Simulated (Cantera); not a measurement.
**Adiabatic ignition**

An adiabatic, constant-pressure homogeneous reactor starts with 14.3 % CH₄, 18.0 % O₂, 67.7 % N₂, at 1350 K and 0.640 bar.

Computed with Cantera and GRI-Mech 3.0 (53 species, 325 reactions).

```
t (s)     T (K)   x CH₄      x O₂       x O    x HO₂    x H₂O₂
--------  -----  ------  --------  --------  -------  --------
6.00e-6    1350   0.143     0.180  1.72e-10  5.54e-8  3.42e-10
1.70e-5    1350   0.143     0.180  2.18e-10  1.55e-7   2.50e-9
4.82e-5    1350   0.143     0.180  3.61e-10  4.23e-7   1.57e-8
0.000136   1350   0.143     0.180  8.95e-10  1.07e-6   6.99e-8
0.000387   1350   0.143     0.180   3.51e-9  2.10e-6   1.79e-7
0.00110    1350   0.143     0.180   1.36e-8  2.17e-6   1.96e-7
0.00310    1352   0.142     0.180   3.02e-8  4.58e-6   4.42e-7
0.00879    1379   0.136     0.175   2.20e-7  2.84e-5   3.79e-6
0.0249     2576  <1e-12  0.000377  0.000510  1.70e-7   2.04e-8
0.0706     2576  <1e-12  0.000375  0.000507  1.69e-7   2.03e-8
0.200      2576  <1e-12  0.000375  0.000507  1.69e-7   2.03e-8
```
x: mole fraction; the columns are a selection and need not sum to one.

The time of steepest temperature rise is 11.2 ms and the temperature at 0.200 s is 2576 K. The equilibrium temperature is 2576 K. The x(CH₄) at 0.200 s is <1e-12 (gas-phase equilibrium <1e-12) and the x(O₂) at 0.200 s comes out as 0.000375 (gas-phase equilibrium 0.000375). The x(O) at 0.200 s is 0.000507 (gas-phase equilibrium 0.000507).
